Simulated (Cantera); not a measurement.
Feed: 1 mol SiH₂Cl₂, 0.26 mol Cl₂, 12 mol H₂, equilibrated at 1375 K and 1.00 bar.

Cantera equilibrium calculation (NASA polynomials, part measured and part estimated; ideal gas, pure solids and liquids). Candidate condensed phases: Si; 19 gas species. The tables' values for SiCl₃ are old estimates; treat these amounts as uncertain. The numbers say what is thermodynamically allowed, not how fast it happens.

Base state: H₂ 0.895, HCl 0.0648, SiCl₂ 0.0135, SiCl₄ 0.0105, SiHCl₃ 0.00927, SiCl₃ 0.00557, SiH₂Cl₂ 0.00121, SiH₃Cl 4.52e-5 (mole fractions); condensed: Si(s).

Q: What changes in the equilibrium state with this change: Cl₂ from 0.26 to 0.78 mol?

A: 
```json
[
 {"species": "H₂", "before": "0.895", "after": "0.868"},
 {"species": "HCl", "before": "0.0648", "after": "0.0730"},
 {"species": "SiCl₄", "before": "0.0105", "after": "0.0181"},
 {"species": "SiHCl₃", "before": "0.00927", "after": "0.0137"},
 {"species": "SiCl₂", "before": "0.0135", "after": "0.0177"},
 {"species": "SiCl₃", "before": "0.00557", "after": "0.00834"},
 {"species": "SiH₂Cl₂", "before": "0.00121", "after": "0.00154"},
 {"species": "SiH₃Cl", "before": "4.52e-5", "after": "4.94e-5"},
 {"species": "Si(s), mol", "before": "0.441", "after": "0.154"}
]
```

Q: What changes in the equilibrium state with this change: temperature from 1375 K to 1098 K?

A: 
| species | before | after |
|---|---|---|
| H₂ | 0.895 | 0.934 |
| SiCl₄ | 0.0105 | 0.0252 |
| SiHCl₃ | 0.00927 | 0.0194 |
| HCl | 0.0648 | 0.0176 |
| SiCl₂ | 0.0135 | 0.000675 |
| SiCl₃ | 0.00557 | 0.00110 |
| SiH₂Cl₂ | 0.00121 | 0.00179 |
| Si(s), mol | 0.441 | 0.343 |

Q: What changes in the equilibrium state with this change: temperature from 1375 K to 1550 K?

A: 
```csv
species,before,after
H₂,0.895,0.874
HCl,0.0648,0.0869
SiCl₂,0.0135,0.0288
SiCl₄,0.0105,0.00231
H,3.24e-6,2.94e-5
SiHCl₃,0.00927,0.00286
"Si(s), mol",0.441,0.442
```
